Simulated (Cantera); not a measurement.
A freely propagating, adiabatic, planar premixed flame of 20.7 % CO, 0.950 % H₂, 14.8 % O₂, 63.6 % N₂, unburnt at 625 K and 750 Torr; multicomponent+Soret transport, grid criteria slope 0.08 and curve 0.16, no radiation.

Computed with Cantera and GRI-Mech 3.0 (53 species, 325 reactions). Burning velocities carry a grid error of a few per cent, more on coarse grids.

Q: Predict: laminar burning velocity; thermal thickness; peak x(OH).

A: 
```json
{
 "laminar_burning_velocity": "77.4 cm/s",
 "thermal_thickness": "1.15 mm",
 "peak x(OH)": "0.00260"
}
```
